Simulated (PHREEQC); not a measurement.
A column of 0.2 m (40 cells, dispersivity 0.01 m, 300 s a shift, diffusion coefficient 3e-10 m²/s) holds 0.058 eq of the database's cation exchanger X per kg of pore water, first in equilibrium with 6.9 mmol/kgw ZnSO4 and 0.01 mmol/kgw HCl. It is flushed with 29 mmol/kgw Na2SO4, 0.33 mmol/kgw KCl, 13 mmol/kgw ZnCl2 and 0.01 mmol/kgw HCl, at 25 °C. Values are for the last cell. CO2 from the air is kept out. Nothing may precipitate in this run.

Base run: PHREEQC, ion-association model, phreeqc.dat. Each further column changes one thing. The table gives K in solution (mol/kgw).

```
pore volumes      base  exchange capacity from 0.058 to 0.029 eq/kgw  dispersivity from 0.01 to 0.02 m
------------  --------  --------------------------------------------  --------------------------------
0                    0                                             0                                 0
0.6375         1.40e-8                                             ?                           7.86e-7
1.137          1.55e-5                                       6.85e-5                           3.77e-5
1.762         0.000116                                      0.000232                          0.000140
2.263         0.000207                                      0.000297                          0.000210
2.888         0.000281                                      0.000323                                 ?
3.388         0.000309                                      0.000328                          0.000295
4.013         0.000324                                             ?                                 ?
```

Question: What belongs in the gaps?

Answer: 
- 0.6375, exchange capacity from 0.058 to 0.029 eq/kgw: 6.01e-7
- 2.888, dispersivity from 0.01 to 0.02 m: 0.000268
- 4.013, exchange capacity from 0.058 to 0.029 eq/kgw: 0.000330
- 4.013, dispersivity from 0.01 to 0.02 m: 0.000314
